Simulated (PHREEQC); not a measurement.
1 kg of water holding 0.39 mol/kgw Na2CO3 and 0.01 mol/kgw Na2SO4 is evaporated at 25 °C; the solids stay in contact with the brine. CO2 is held at log p = -3.4 (atm). Solids allowed: Burkeite, Mirabilite, Nahcolite, Natron, Thenardite, Trona. Others were left out.

All values are PHREEQC results (Pitzer model, pitzer.dat), not measurements.

```tsv
water left (kg)	ionic strength	water activity	Trona (mol)	S in solution (mol/kgw)	Na in solution (mol/kgw)	C in solution (mol/kgw)	pH
0.9989	1.14	0.983	0	0.0100	0.801	0.455	10.05
0.8209	1.39	0.980	0	0.0122	0.975	0.547	10.06
0.6746	1.70	0.976	0	0.0148	1.19	___	10.08
0.5544	2.08	0.972	0	0.0180	1.44	___	10.10
0.4556	2.53	0.967	0	0.0220	1.76	0.956	10.11
0.3744	3.09	0.960	0	0.0267	2.14	___	10.13
0.3076	3.77	___	0	0.0325	2.60	1.39	10.14
0.2528	4.60	0.943	0	0.0396	3.16	1.69	10.15
0.2077	5.61	0.931	0	0.0481	3.85	2.04	10.16
0.1706	6.84	0.915	0	0.0586	4.69	2.48	10.16
0.1402	8.33	0.895	0	0.0713	5.71	3.02	10.16
0.1137	8.98	0.885	0.0335	0.0880	6.15	3.24	10.15
0.09114	9.01	0.884	0.0790	0.110	6.18	3.23	10.15
0.0726	9.05	0.884	0.117	0.138	6.20	3.21	10.15
0.05738	9.11	0.883	0.147	0.174	6.24	3.20	10.15
```

Complete the blanks.


- 0.6746, C in solution (mol/kgw): 0.658
- 0.5544, C in solution (mol/kgw): 0.793
- 0.3744, C in solution (mol/kgw): 1.15
- 0.3076, water activity: 0.952
